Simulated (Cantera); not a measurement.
An adiabatic, constant-volume homogeneous reactor starts with 16.3 % CO, 12.2 % H₂, 3.58 % CH₄, 14.3 % O₂, 53.7 % N₂, equivalence ratio 1.5, at 1600 K and 101000 Pa.

Computed with Cantera and GRI-Mech 3.0 (53 species, 325 reactions).

Predict: time of steepest temperature rise; temperature at 1.00 s; equilibrium temperature; x(CO) at 1.00 s; x(H₂) at 1.00 s; x(O) at 1.00 s; x(H₂O) at 1.00 s; x(NO₂) at 1.00 s.


* **time of steepest temperature rise**: 24.7 µs
* **temperature at 1.00 s**: 2977 K
* **equilibrium temperature**: 2977 K
* **x(CO) at 1.00 s**: 0.142 (gas-phase equilibrium 0.142)
* **x(H₂) at 1.00 s**: 0.0416 (gas-phase equilibrium 0.0416)
* **x(O) at 1.00 s**: 0.00774 (gas-phase equilibrium 0.00774)
* **x(H₂O) at 1.00 s**: 0.135 (gas-phase equilibrium 0.135)
* **x(NO₂) at 1.00 s**: 1.46e-6 (gas-phase equilibrium 1.46e-6)
